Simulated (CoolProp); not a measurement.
Aqueous methanol as a coolant, 20 % by mass, freezing at -15.1 °C, 1 atm.

Model: Melinder's fits for secondary coolants, in CoolProp.

```json
[
 {"T (°C)": "-9.5", "cp (kJ/(kg K))": "4.032", "density (kg/m³)": "974.2", "Prandtl number": "43.8", "viscosity (mPa s)": "4.91"},
 {"T (°C)": "-2.2", "cp (kJ/(kg K))": "4.061", "density (kg/m³)": "973.0", "Prandtl number": "31.3", "viscosity (mPa s)": "3.54"},
 {"T (°C)": "5.1", "cp (kJ/(kg K))": "4.083", "density (kg/m³)": "971.3", "Prandtl number": "23.1", "viscosity (mPa s)": "2.64"},
 {"T (°C)": "12.4", "cp (kJ/(kg K))": "4.100", "density (kg/m³)": "969.3", "Prandtl number": "17.6", "viscosity (mPa s)": "2.04"},
 {"T (°C)": "19.7", "cp (kJ/(kg K))": "4.110", "density (kg/m³)": "966.9", "Prandtl number": "13.7", "viscosity (mPa s)": "1.61"},
 {"T (°C)": "27", "cp (kJ/(kg K))": "4.112", "density (kg/m³)": "964.1", "Prandtl number": "11.0", "viscosity (mPa s)": "1.31"},
 {"T (°C)": "34.3", "cp (kJ/(kg K))": "4.107", "density (kg/m³)": "961.0", "Prandtl number": "8.91", "viscosity (mPa s)": "1.08"}
]
```
